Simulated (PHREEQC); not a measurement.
Hard or scaling water

Make-up at 14 °C: 1.7 mmol/kgw SrCl2 and 0.078 mmol/kgw NaHCO3. Closed to the air; pH follows from the charge balance.

Model: ion-association model, wateq4f.dat, run in PHREEQC.

Precipitation was switched off in this run.

**Question.** Predict the pH.

**Answer.** pH 8.15.

**Question.** In which forms is C present?

**Answer.** HCO3- 96 %, CO2 1.7 %, SrHCO3+ 1.3 %, CO3-2 0.6 % of the C.

At this temperature some constants are extrapolated from 25 °C, and those without enthalpy data are left unchanged.
